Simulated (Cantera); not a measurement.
Feed: 1 mol Si3N4, 1.2 mol Cl2, 10 mol N2, equilibrated at 1702 °C and 0.00830 bar.

These are equilibrium values from Cantera (NASA tables, ideal gas, pure condensed phases), not measurements of a reactor. Candidate condensed phases: Si, Si3N4; 13 gas species. The tables' values for SiCl, SiCl3, SiN are old estimates; treat these amounts as uncertain. The numbers say what is thermodynamically allowed, not how fast it happens.

Base state: N2 0.903, SiCl2 0.0876, Si 0.00389, SiCl 0.00225, Cl 0.00211, SiCl3 0.000378, Si2N 0.000125, SiN 9.33e-5 (mole fractions); condensed: Si(l).

Task: What changes in the equilibrium state with this change: Cl2 from 1.2 to 0.53 mol?

Result: 
```json
[
 {"species": "N2", "before": "0.903", "after": "0.952"},
 {"species": "SiCl2", "before": "0.0876", "after": "0.0404"},
 {"species": "Si", "before": "0.00389", "after": "0.00389"},
 {"species": "SiCl", "before": "0.00225", "after": "0.00153"},
 {"species": "SiCl3", "before": "0.000378", "after": "0.000118"},
 {"species": "Cl", "before": "0.00211", "after": "0.00144"},
 {"species": "Si2N", "before": "0.000125", "after": "0.000129"},
 {"species": "SiN", "before": "9.33e-5", "after": "9.58e-5"},
 {"species": "Si(l), mol", "before": "1.74", "after": "2.42"}
]
```
